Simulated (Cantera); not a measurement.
A closed system holds: 1 mol Si₂H₆, 24 mol CO₂, 59 mol N₂, a varied amount of O₃, held at 877 °C and 7.20 Torr.

These are equilibrium values from Cantera (NASA tables, ideal gas, pure condensed phases), not measurements of a reactor. Candidate condensed phases: C, C₆H₆, C₇H₈, C₈H₁₈, H₂O, Si, SiC, SiO₂, Si₂N₂O, Si₃N₄; 151 gas species. The feed counts by its element totals alone. The tables hold silica as quartz up to 1696 K and as liquid above; real silica turns to tridymite and cristobalite and melts near 1996 K. Equilibrium is a limit: real reactors are often held back by kinetics, nucleation or transport.

Question: At 0.86 mol O₃, list the 4 most abundant gas species with their mole fractions, and the condensed phases.

Answer: N₂ 0.686, CO₂ 0.233, CO 0.0464, H₂O 0.0299. Condensed: SiO₂(β-quartz).
